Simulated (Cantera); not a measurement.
**Pyrogenic steam for wet oxidation**

An isothermal, constant-pressure homogeneous reactor starts with H₂ : O₂ : N₂ = 0.93 : 1 : 82 (molar parts), at 1423 K and 100.0 Torr.

Model: GRI-Mech 3.0 (53 species, 325 reactions), integrated in Cantera.

| t (s) | x H₂ | x O₂ | x HO₂ | x NO | x H |
|---|---|---|---|---|---|
| 1.00e-6 | 0.0111 | 0.0119 | 4.22e-11 | <1e-12 | 4.21e-11 |
| 3.05e-6 | 0.0111 | 0.0119 | 1.29e-10 | <1e-12 | 1.28e-10 |
| 9.30e-6 | 0.0111 | 0.0119 | 3.92e-10 | <1e-12 | 3.83e-10 |
| 2.83e-5 | 0.0111 | 0.0119 | 1.19e-9 | <1e-12 | 1.15e-9 |
| 8.64e-5 | 0.0111 | 0.0119 | 3.63e-9 | <1e-12 | 3.84e-9 |
| 0.000263 | 0.0111 | 0.0119 | 1.09e-8 | <1e-12 | 2.42e-8 |
| 0.000803 | 0.0111 | 0.0119 | 4.07e-8 | <1e-12 | 1.63e-6 |
| 0.00245 | 0.00144 | 0.00703 | 2.47e-7 | 1.14e-7 | 0.00462 |
| 0.00747 | 0.00107 | 0.00675 | 2.36e-7 | 1.39e-6 | 0.00376 |
| 0.0228 | 0.000793 | 0.00657 | 2.26e-7 | 3.35e-6 | 0.00205 |
| 0.0694 | 0.000332 | 0.00639 | 1.95e-7 | 4.57e-6 | 0.000474 |
| 0.212 | 5.69e-5 | 0.00637 | 1.03e-7 | 4.79e-6 | 3.16e-5 |
| 0.645 | 7.03e-6 | 0.00640 | 2.15e-8 | 4.82e-6 | 1.37e-6 |
| 1.97 | 1.29e-6 | 0.00640 | 4.51e-9 | 4.83e-6 | 1.09e-7 |
| 6.00 | 3.90e-7 | 0.00640 | 1.91e-9 | 4.83e-6 | 1.82e-8 |
x: mole fraction; the columns are a selection and need not sum to one.

Equilibrium at this temperature and pressure: H₂ 2.47e-7, O₂ 0.00633, HO₂ 1.59e-9, NO 0.000160, H 9.10e-9 (gas phase only).
